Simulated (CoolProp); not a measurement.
Model: reference Helmholtz-energy equation of state, Lemmon 2006, in CoolProp. It is a short technical equation, of lower accuracy than the large ones.

### Question
For toluene, give the phase and the density (kg/m³) at 284.9 K and 204 kPa; 272.3 K and 21400 kPa; 427.2 K and 905 kPa.

### Answer
- 284.9 K and 204 kPa: liquid; density 875
- 272.3 K and 21400 kPa: liquid; density 900
- 427.2 K and 905 kPa: liquid; density 734
